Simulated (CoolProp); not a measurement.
Model: reference Helmholtz-energy equation of state, Lemmon 2006, in CoolProp. It is a short technical equation, of lower accuracy than the large ones.

For carbon monoxide, give the phase and the density (kg/m³), cp (kJ/(kg K)), expansivity (1/kK) at 143.3 K and 12.5 bar.


- 143.3 K and 12.5 bar: gas; density 32.7, cp 1.23, expansivity 9.61
